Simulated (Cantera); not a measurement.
# Fe(CO)5 + H2 + N2 (iron carbonyl, mercury and lead vapours)

Feed: 1 mol Fe(CO)5, 0.063 mol H2, 31 mol N2, held at 0.00133 bar.

These are equilibrium values from Cantera (NASA tables, ideal gas, pure condensed phases), not measurements of a reactor. Candidate condensed phases: C, C6H6, C7H8, C8H18, Fe, Fe(CO)5, FeO, Fe(OH)2, Fe(OH)3, Fe2O3, Fe3O4, H2O; 140 gas species. Condensed phases not in the tables: cementite and carbon dissolved in iron. The numbers say what is thermodynamically allowed, not how fast it happens.

From 475 °C to 700 °C the condensed part is C(graphite) + Fe(α). From 775 °C to 850 °C the condensed part is Fe(α). From 925 °C to 1225 °C the condensed part is Fe(γ).

```tsv
T (°C)	log p N2	log p CO	log p CO2	log p H2	log p Fe	log p H2O	log p H	n C(graphite)	n Fe(α)	n Fe(γ)
475	-2.94	-3.80	-4.83	-5.63	<-14	-7.45	<-14	0.397	1.00	0
550	-2.94	-3.74	-5.80	-5.63	<-14	-8.25	-13.95	0.0430	1.00	0
625	-2.94	-3.73	-6.70	-5.63	<-14	-8.96	-12.78	0.00544	1.00	0
700	-2.94	-3.73	-7.47	-5.63	-14.42	-9.57	-11.78	0.000929	1.00	0
775	-2.94	-3.73	-8.12	-5.63	-12.85	-10.09	-10.93	0	1.00	0
850	-2.94	-3.73	-8.69	-5.63	-11.51	-10.55	-10.19	0	1.00	0
925	-2.94	-3.73	-8.80	-5.63	-10.33	-10.57	-9.54	0	0	1.000
1000	-2.94	-3.73	-8.85	-5.63	-9.30	-10.53	-8.96	0	0	1.000
1075	-2.94	-3.73	-8.89	-5.63	-8.39	-10.50	-8.45	0	0	1.000
1150	-2.94	-3.73	-8.93	-5.63	-7.57	-10.47	-7.99	0	0	0.999
1225	-2.94	-3.73	-8.96	-5.64	-6.84	-10.45	-7.58	0	0	0.996
```
log p: log10 of the partial pressure in bar; n: condensed amount in mol.
